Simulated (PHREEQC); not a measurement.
A made-up water analysis in mg/L, 85 °C, pH 6.4, pe 9:

```json
[
 {"constituent": "Na", "mg/L": "56.9"},
 {"constituent": "K", "mg/L": "0.703"},
 {"constituent": "Ca", "mg/L": "72.7"},
 {"constituent": "Mg", "mg/L": "28"},
 {"constituent": "Cl", "mg/L": "7.56"},
 {"constituent": "S(6) as SO4", "mg/L": "171"},
 {"constituent": "Alkalinity as HCO3", "mg/L": "277"},
 {"constituent": "N(5) as NO3", "mg/L": "15.1"}
]
```

Na is adjusted to close the charge balance.
Valence states are taken as typed.

Equilibrium calculation in PHREEQC: ion-association model, phreeqc.dat.

This is a speciation only: nothing precipitates in the calculation.

**Question.** What ionic strength, specific conductance does the model give?

**Answer.** ionic strength 0.0109 mol/kgw; specific conductance 1940 µS/cm.

**Question.** In which forms is S present?

**Answer.** SO4-2 70 %, MgSO4 18 %, CaSO4 11 %, NaSO4- 0.8 % of the S.

Complexes and solids missing from the database can't appear. At this temperature some constants are extrapolated from 25 °C, and those without enthalpy data are left unchanged.
